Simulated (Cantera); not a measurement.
Charge: 1 mol C3H6, 0.36 mol CO2, 0.18 mol N2, at 550 °C and 0.280 bar.

Method: chemical equilibrium by Gibbs-energy minimisation in Cantera with the NASA 1993 tables (ideal gas, pure condensed phases). Candidate condensed phases: C, C6H6, C7H8, C8H18, H2O; 136 gas species. The numbers say what is thermodynamically allowed, not how fast it happens.

Base state: H2 0.637, H2O 0.117, CH4 0.106, N2 0.0579, CO 0.0495, CO2 0.0328, NH3 8.17e-5 (mole fractions); condensed: C(graphite).

**Question.** What changes in the equilibrium state with this change: pressure from 0.280 bar to 4.80 mbar?

**Answer.** 
```tsv
species	before	after
H2	0.637	0.769
CO	0.0495	0.167
N2	0.0579	0.0469
H2O	0.117	0.00815
CH4	0.106	0.00265
CO2	0.0328	0.00640
NH3	8.17e-5	1.67e-6
C(graphite), mol	2.78	2.69
```

**Question.** What changes in the equilibrium state with this change: temperature from 550 °C to 1650 °C?

**Answer.** 
```tsv
species	before	after
H2	0.637	0.766
CO	0.0495	0.184
N2	0.0579	0.0451
H2O	0.117	6.39e-6
CO2	0.0328	3.58e-7
CH4	0.106	8.64e-5
H	<1e-9	0.00156
C2H2 (acetylene)	<1e-9	0.000346
HNC	<1e-9	9.82e-5
C(graphite), mol	2.78	2.63
```

**Question.** What changes in the equilibrium state with this change: C3H6 replaced by C2H5OH?

**Answer.** 
```json
[
 {"species": "H2", "before": "0.637", "after": "0.515"},
 {"species": "H2O", "before": "0.117", "after": "0.170"},
 {"species": "CO2", "before": "0.0328", "after": "0.107"},
 {"species": "CO", "before": "0.0495", "after": "0.0892"},
 {"species": "CH4", "before": "0.106", "after": "0.0693"},
 {"species": "N2", "before": "0.0579", "after": "0.0494"},
 {"species": "NH3", "before": "8.17e-5", "after": "5.49e-5"},
 {"species": "C(graphite), mol", "before": "2.78", "after": "1.40"}
]
```
